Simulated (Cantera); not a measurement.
A Cantera script and what it prints.

```python
import numpy as np
import cantera as ct

gas_names = """
    H HI H2 I I2 N NH NH2 NH3 N2 N2H2 N2H4
""".split()
cond_names = """
    I2(cr) I2(L)
""".split()


def load(file, names, dense=False):
    # The tables refer to 1 bar. Condensed volumes are neglected.
    table = {s.name: s for s in ct.Species.list_from_file(file)}
    out = []
    for n in names:
        d = dict(table[n].input_data)
        d["thermo"] = dict(d["thermo"], **{"reference-pressure": 1e5})
        if dense:
            d["equation-of-state"] = {"model": "constant-volume", "density": "1e6 g/cm^3"}
        out.append(ct.Species.from_dict(d))
    return out


gas = ct.Solution(thermo="ideal-gas", species=load("nasa_gas.yaml", gas_names))
cond = {s.name: ct.Solution(thermo="fixed-stoichiometry", species=[s], name=s.name)
        for s in load("nasa_condensed.yaml", cond_names, dense=True)}
atoms = {
    'HI': {'H': 1, 'I': 1},
    'H2': {'H': 2},
    'N2': {'N': 2},
}
top_T = {}  # K; cautious upper limits of use, not melting points


def equilibrate(T, P, feed):
    n = {}
    for name, mol in feed.items():
        for a, k in atoms[name].items():
            n[a] = n.get(a, 0.0) + k * mol
    gas.TPX = T, P, n
    mass = sum(n.values()) * gas.mean_molecular_weight
    gas.equilibrate("TP")
    valid = [c for c in cond.values() if c.min_temp <= T <= top_T.get(c.name, c.max_temp)]
    mix = ct.Mixture([(gas, mass / gas.mean_molecular_weight)] + [(c, 0.0) for c in valid])
    mix.T, mix.P = T, P
    mix.equilibrate("TP", solver="vcs", rtol=1e-11, max_steps=5000)
    return mix


results = []
feed = {'HI': 1, 'H2': 3.8, 'N2': 1.1}  # mol
T = 975  # K
P = 200000  # Pa
mix = equilibrate(T, P, feed)
results.append((T, P, feed, dict(zip(mix.species_names, mix.species_moles))))
x = sorted(zip(gas.X, gas.species_names), reverse=True)
print(f"T = {T:g} K  P = {P:g} Pa  gas = {mix.phase_moles(0):.4g} mol")
print("   x: " + "  ".join(f"{s} {v:.3e}" for v, s in x if v > 0.0001))
print("   condensed (mol): " + ("  ".join(f"{mix.phase(i).name} {mix.phase_moles(i):.4g}"
      for i in range(1, mix.n_phases) if mix.phase_moles(i) > 1e-12) or "none"))
```

Output:

```
T = 975 K  P = 200000 Pa  gas = 5.902 mol
   x: H2 6.454e-01  N2 1.862e-01  HI 1.655e-01  I2 1.404e-03  I 1.160e-03  NH3 3.088e-04
   condensed (mol): none
```

These are equilibrium values from Cantera (NASA tables, ideal gas, pure condensed phases), not measurements of a reactor.
